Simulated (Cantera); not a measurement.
A Cantera script and what it prints.

```python
import numpy as np
import cantera as ct

gas_names = """
    Cu CuO Cu2 H HNO HNO2 HNO3 HO2 H2 H2O H2O2 N NH NH2 NH3 NH2OH NO NO2 NO3 N2 N2H2 N2H4 N2O O OH O2 O3
""".split()
cond_names = """
    Cu(cr) Cu(L) CuO(s) CuO2H2(s) Cu2O(s) Cu2O(L) H2O(s) H2O(L)
""".split()


def load(file, names, dense=False):
    # The tables refer to 1 bar. Condensed volumes are neglected.
    table = {s.name: s for s in ct.Species.list_from_file(file)}
    out = []
    for n in names:
        d = dict(table[n].input_data)
        d["thermo"] = dict(d["thermo"], **{"reference-pressure": 1e5})
        if dense:
            d["equation-of-state"] = {"model": "constant-volume", "density": "1e6 g/cm^3"}
        out.append(ct.Species.from_dict(d))
    return out


gas = ct.Solution(thermo="ideal-gas", species=load("nasa_gas.yaml", gas_names))
cond = {s.name: ct.Solution(thermo="fixed-stoichiometry", species=[s], name=s.name)
        for s in load("nasa_condensed.yaml", cond_names, dense=True)}
atoms = {
    'Cu': {'Cu': 1},
    'H2O': {'H': 2, 'O': 1},
    'N2': {'N': 2},
}
top_T = {'CuO(s)': 1390}  # K; cautious upper limits of use, not melting points


def equilibrate(T, P, feed):
    n = {}
    for name, mol in feed.items():
        for a, k in atoms[name].items():
            n[a] = n.get(a, 0.0) + k * mol
    gas.TPX = T, P, n
    mass = sum(n.values()) * gas.mean_molecular_weight
    gas.equilibrate("TP")
    valid = [c for c in cond.values() if c.min_temp <= T <= top_T.get(c.name, c.max_temp)]
    mix = ct.Mixture([(gas, mass / gas.mean_molecular_weight)] + [(c, 0.0) for c in valid])
    mix.T, mix.P = T, P
    mix.equilibrate("TP", solver="vcs", rtol=1e-11, max_steps=5000)
    return mix


results = []
P = 52  # Pa
for T in [1600, 1650, 1700, 1750, 1800, 1850, 1900, 1950, 2000]:
    for m in [4.1, 5.7, 7.9, 11, 15, 21, 28, 39, 54, 75]:
        feed = {'Cu': 1, 'H2O': 0.38, 'N2': m}  # mol
        mix = equilibrate(T, P, feed)
        results.append((T, P, feed, dict(zip(mix.species_names, mix.species_moles))))

for T, P, feed, n in results:
    print(f"{T:7g} {feed['N2']:10.4g}  " + (" + ".join(c for c in cond_names if n.get(c, 0) > 1e-12) or "gas only"))
```

Result:

```
   1600        4.1  Cu(L)
   1600        5.7  Cu(L)
   1600        7.9  Cu(L)
   1600         11  Cu(L)
   1600         15  gas only
   1600         21  gas only
   1600         28  gas only
   1600         39  gas only
   1600         54  gas only
   1600         75  gas only
   1650        4.1  Cu(L)
   1650        5.7  gas only
   1650        7.9  gas only
   1650         11  gas only
   1650         15  gas only
   1650         21  gas only
   1650         28  gas only
   1650         39  gas only
   1650         54  gas only
   1650         75  gas only
   1700        4.1  gas only
   1700        5.7  gas only
   1700        7.9  gas only
   1700         11  gas only
   1700         15  gas only
   1700         21  gas only
   1700         28  gas only
   1700         39  gas only
   1700         54  gas only
   1700         75  gas only
   1750        4.1  gas only
   1750        5.7  gas only
   1750        7.9  gas only
   1750         11  gas only
   1750         15  gas only
   1750         21  gas only
   1750         28  gas only
   1750         39  gas only
   1750         54  gas only
   1750         75  gas only
   1800        4.1  gas only
   1800        5.7  gas only
   1800        7.9  gas only
   1800         11  gas only
   1800         15  gas only
   1800         21  gas only
   1800         28  gas only
   1800         39  gas only
   1800         54  gas only
   1800         75  gas only
   1850        4.1  gas only
   1850        5.7  gas only
   1850        7.9  gas only
   1850         11  gas only
   1850         15  gas only
   1850         21  gas only
   1850         28  gas only
   1850         39  gas only
   1850         54  gas only
   1850         75  gas only
   1900        4.1  gas only
   1900        5.7  gas only
   1900        7.9  gas only
   1900         11  gas only
   1900         15  gas only
   1900         21  gas only
   1900         28  gas only
   1900         39  gas only
   1900         54  gas only
   1900         75  gas only
   1950        4.1  gas only
   1950        5.7  gas only
   1950        7.9  gas only
   1950         11  gas only
   1950         15  gas only
   1950         21  gas only
   1950         28  gas only
   1950         39  gas only
   1950         54  gas only
   1950         75  gas only
   2000        4.1  gas only
   2000        5.7  gas only
   2000        7.9  gas only
   2000         11  gas only
   2000         15  gas only
   2000         21  gas only
   2000         28  gas only
   2000         39  gas only
   2000         54  gas only
   2000         75  gas only
```

Equilibrium computed with Cantera from the NASA thermochemical tables; the gas is ideal and each condensed phase is pure.
